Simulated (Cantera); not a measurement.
Input: 1 mol K₂SO₄, a varied amount of H₂, at 0.120 bar.

Method: chemical equilibrium by Gibbs-energy minimisation in Cantera with the NASA 1993 tables (ideal gas, pure condensed phases). Candidate condensed phases: H₂O, H₂SO₄, K, KOH, KO₂, K₂O, K₂O₂, K₂S, K₂SO₄, S; 26 gas species. The numbers say what is thermodynamically allowed, not how fast it happens.

Q: What condenses at these points (T in °C, n(H₂) in mol): (1725, 2.7); (1625, 2.7); (1750, 0.2); (1525, 0.74); (1550, 2.7)?

A: 
```tsv
T (°C)	n(H₂) in mol	condensed phases	K condensed (%)
1725	2.7	gas only	0.0
1625	2.7	gas only	0.0
1750	0.2	K₂SO₄	16.1
1525	0.74	K₂SO₄	39.2
1550	2.7	gas only	0.0
```
